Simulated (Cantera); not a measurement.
Feed: 1 mol FeS₂, 2.2 mol H₂S, 0.12 mol O₂, equilibrated at 4.30 bar.

Cantera equilibrium calculation (NASA polynomials, part measured and part estimated; ideal gas, pure solids and liquids). Candidate condensed phases: Fe, FeO, Fe(OH)₂, Fe(OH)₃, FeS, FeSO₄, FeS₂, Fe₂O₃, Fe₂(SO₄)₃, Fe₃O₄, H₂O, H₂SO₄, S; 22 gas species. FeS: taken at fixed stoichiometry. Gases not in the tables: S₃ to S₇. The numbers say what is thermodynamically allowed, not how fast it happens.

### Question
Which condensed phases are stable at each of these points (T (K)): 600, 700, 800, 900, 1000, 1100, 1200, 1300, 1400, 1500, 1600, 1700, 1800, 1900?

### Answer
```csv
T (K),condensed phases,Fe condensed (%)
600,FeS₂(s) + S(l),100.0
700,FeS₂(s),100.0
800,FeS₂(s),100.0
900,FeS₂(s),100.0
1000,FeS(s) + FeS₂(s),100.0
1100,FeS(s),100.0
1200,FeS(s),100.0
1300,FeS(s),100.0
1400,FeS(s),100.0
1500,FeS(l),100.0
1600,FeS(l),100.0
1700,FeS(l),100.0
1800,FeS(l),100.0
1900,FeS(l),100.0
```

At 600 K the condensed part is FeS₂(s) + S(l). From 700 K to 900 K the condensed part is FeS₂(s). At 1000 K the condensed part is FeS(s) + FeS₂(s). From 1100 K to 1400 K the condensed part is FeS(s). From 1500 K to 1900 K the condensed part is FeS(l).
